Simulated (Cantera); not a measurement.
An isothermal, constant-pressure homogeneous reactor starts with CH4 : CO2 = 1 : 0.31 (molar parts), at 1298 K and 760 Torr.

Computed with Cantera and GRI-Mech 3.0 (53 species, 325 reactions). GRI-Mech 3.0 stops at C3 and has no aromatics, soot or wall deposition, so with more carbon than oxygen in the feed, carbon stays in small species such as C2H2 where larger ones or solid carbon would form.

### Question
Predict: x(CH4) at 90.0 s; x(CO2) at 90.0 s; x(C2H6) at 90.0 s; x(C2H4) at 90.0 s.

### Answer
```json
{
  "x(CH4) at 90.0 s": "0.338 (gas-phase equilibrium 0.286)",
  "x(CO2) at 90.0 s": "0.0585 (gas-phase equilibrium 2.00e-6)",
  "x(C2H6) at 90.0 s": "0.000591 (gas-phase equilibrium 0.000292)",
  "x(C2H4) at 90.0 s": "0.0504 (gas-phase equilibrium 0.0148)"
}
```
